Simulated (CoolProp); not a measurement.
Values from CoolProp's reference Helmholtz-energy equation of state, Smukala 2000.

Task: For ethylene, give the phase and the cp (kJ/(kg K)), isothermal compressibility (1/MPa) at 146.1 K and 140 bar.

Result: 
- 146.1 K and 140 bar: liquid; cp 2.36, isothermal compressibility 0.00109
